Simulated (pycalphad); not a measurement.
Source of the numbers: pycalphad with the COST 507 light-alloy database (1999); pressure 1 atm. These are 1990s assessments: newer ones move some temperatures and phases.

Molar enthalpy of Al-1.72Si-0.33Fe (at.%) in equilibrium (SER reference):

```
T (K)  H (kJ/mol)                             phases
-----  ----------  ---------------------------------
1850        58.02                             LIQUID
1775        55.64                             LIQUID
1700        53.26                             LIQUID
1625        50.88                             LIQUID
1550        48.51                             LIQUID
1475        46.13                             LIQUID
1400        43.75                             LIQUID
1325        41.37                             LIQUID
1250        39.00                             LIQUID
1175        36.62                             LIQUID
1100        34.25                             LIQUID
1025        31.87                             LIQUID
950         29.50                             LIQUID
875         17.04      FCC_A1 + LIQUID + ALFESI_BETA
800         13.84  FCC_A1 + ALFESI_BETA + DIAMOND_A4
725         11.34  FCC_A1 + ALFESI_BETA + DIAMOND_A4
650          9.03  FCC_A1 + ALFESI_BETA + DIAMOND_A4
575          6.86  FCC_A1 + ALFESI_BETA + DIAMOND_A4
500          4.79  FCC_A1 + ALFESI_BETA + DIAMOND_A4
```

Cooling from 950 K to 800 K, across the freezing range, releases 15.7 kJ/mol, or 578 J/g. The slope is 32 J/(mol K) in the liquid and 33 J/(mol K) just below the solidus, where it includes any heat of precipitation. Liquidus 921 K, solidus 851 K. Changes were sought between steps of 75 K, so a narrower field can be missed.

Database names, with the compositions (at.%) that they take in these runs: ALFESI_BETA: Al 70 Si 15 Fe 15. FCC_A1 is fcc; DIAMOND_A4 is diamond (Si).
